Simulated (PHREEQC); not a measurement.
A solution holds 0.022 mol MnSO4 per kg of water, at 25 °C. It is in equilibrium with CO2 at log p = -3.5 (atm). Otherwise closed; pH follows from the charge balance.

Model: ion-association model, wateq4f.dat, run in PHREEQC.

Each row changes one thing in this solution. This is a speciation only: nothing precipitates in the calculation.

```csv
case,pH,ionic strength (mol/kgw),SO4-2 (mol/kgw),CO2 (mol/kgw),HCO3- (mol/kgw),HSO4- (mol/kgw)
as made,5.65,0.0578,0.0145,1.06e-5,2.62e-6,1.71e-6
MnSO4 from 0.022 to 0.0022 mol/kgw,5.66,0.00755,0.00189,1.08e-5,2.38e-6,3.09e-7
temperature from 25 to 70 °C,5.78,0.0468,___,4.46e-6,1.64e-6,___
diluted 10-fold with water,5.66,0.00755,0.00189,1.08e-5,2.38e-6,3.09e-7
temperature from 25 to 20 °C,___,0.0593,0.0148,1.22e-5,2.67e-6,1.66e-6
diluted 100-fold with water,5.66,0.000857,0.000214,1.08e-5,2.26e-6,4.13e-8
MnSO4 replaced by FeSO4 at the same molality,5.60,0.0578,0.0145,1.06e-5,2.34e-6,1.91e-6
MnSO4 replaced by KHSO4 at the same molality,___,0.0476,0.0128,1.06e-5,4.91e-10,___
```

Question: Complete the blanks.

Answer: 
- temperature from 25 to 70 °C, SO4-2 (mol/kgw): 0.0117
- temperature from 25 to 70 °C, HSO4- (mol/kgw): 3.15e-6
- temperature from 25 to 20 °C, pH: 5.63
- MnSO4 replaced by KHSO4 at the same molality, pH: 1.93
- MnSO4 replaced by KHSO4 at the same molality, HSO4- (mol/kgw): 0.00830

Complexes and solids missing from the database can't appear. Away from 25 °C the constants follow the database's enthalpies or fits; those with neither stay at their 25 °C values.
